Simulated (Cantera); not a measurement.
Charge: 1 mol Mg(OH)2, 0.069 mol C, 0.52 mol H2, equilibrated at 1173.15 K and 19000 Pa.

Method: chemical equilibrium by Gibbs-energy minimisation in Cantera with the NASA 1993 tables (ideal gas, pure condensed phases). Candidate condensed phases: C, C6H6, C7H8, C8H18, H2O, Mg, MgCO3, MgO, Mg(OH)2; 116 gas species. The numbers say what is thermodynamically allowed, not how fast it happens.

Base state: H2O 0.563, H2 0.394, CO2 0.0230, CO 0.0205 (mole fractions); condensed: MgO(s).

### Question
What changes in the equilibrium state with this change: temperature from 1173.15 K to 1700 K?

### Answer
```json
[
 {"species": "H2O", "before": "0.563", "after": "0.573"},
 {"species": "H2", "before": "0.394", "after": "0.384"},
 {"species": "CO", "before": "0.0205", "after": "0.0302"},
 {"species": "CO2", "before": "0.0230", "after": "0.0132"},
 {"species": "OH", "before": "1.68e-9", "after": "1.61e-5"},
 {"species": "H", "before": "1.70e-7", "after": "0.000209"},
 {"species": "MgO(s), mol", "before": "1.00", "after": "1.000"}
]
```
